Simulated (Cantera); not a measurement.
A closed system holds: 1 mol C, 0.69 mol O₂, equilibrated at 2400 K.

Cantera equilibrium calculation (NASA polynomials, part measured and part estimated; ideal gas, pure solids and liquids). Candidate condensed phases: C; 12 gas species. The ideal-gas law is rough above about 30 bar. Equilibrium is a limit: real reactors are often held back by kinetics, nucleation or transport.

x: gas mole fraction; nothing condenses.

```tsv
P (Pa)	x CO	x CO₂	x O	x O₂
10	0.733	0.0658	0.165	0.0363
72	0.705	0.185	0.0671	0.0431
520	0.653	0.310	0.0168	0.0195
3700	0.627	0.366	0.00291	0.00415
27000	0.621	0.378	0.000415	0.000618
190000	0.620	0.380	(withheld)	(withheld)
1400000	0.620	0.380	(withheld)	(withheld)
10000000	0.620	0.380	1.13e-6	1.69e-6
```

### Question
Complete the blanks.

### Answer

- 1400000, x O: 8.06e-6
- 1400000, x O₂: 1.21e-5
- 190000, x O: 5.93e-5
- 190000, x O₂: 8.88e-5
